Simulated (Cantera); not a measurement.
Charge: 1 mol Si, 2 mol Cl2, equilibrated at 1023.15 K and 47000 Pa.

Equilibrium computed with Cantera from the NASA thermochemical tables; the gas is ideal and each condensed phase is pure. Candidate condensed phases: Si; 9 gas species. Rates play no part.

Base state: SiCl4 1.000 (mole fractions); condensed: gas only.

Question: What changes in the equilibrium state with this change: 0.03 mol H2O added?

Answer: 
```json
[
 {"species": "SiCl4", "before": "1.000", "after": "0.943"},
 {"species": "HCl", "before": "0", "after": "0.0574"},
 {"species": "SiO2(β-quartz), mol", "before": "0", "after": "0.0150"}
]
```
Further candidate phases: H2O, SiO2.
